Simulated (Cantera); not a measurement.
Input: 1 mol CH3Cl, 0.023 mol Si, equilibrated at 0.820 bar.

Equilibrium computed with Cantera from the NASA thermochemical tables; the gas is ideal and each condensed phase is pure. Candidate condensed phases: C, C6H6, C7H8, C8H18, Si, SiC; 109 gas species. The tables' values for SiCl3, SiCl are old estimates; treat these amounts as uncertain. Rates play no part.

Question: At 2125 K, list the 4 most abundant gas species with their mole fractions, and the condensed phases.

Answer: H2 0.510, HCl 0.473, SiCl2 0.0104, H 0.00286. Condensed: C(graphite).
